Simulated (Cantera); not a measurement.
Input: 1 mol H2O, 6.6 mol H2, 3.3 mol O2, at 0.900 bar.

Cantera equilibrium calculation (NASA polynomials, part measured and part estimated; ideal gas, pure solids and liquids). Candidate condensed phases: H2O; 9 gas species. The numbers say what is thermodynamically allowed, not how fast it happens.

Q: At 2498 K, list the 5 most abundant gas species with their mole fractions, and the condensed phases.

A: H2O 0.909, H2 0.0439, OH 0.0235, O2 0.0165, H 0.00551. Condensed: gas only.
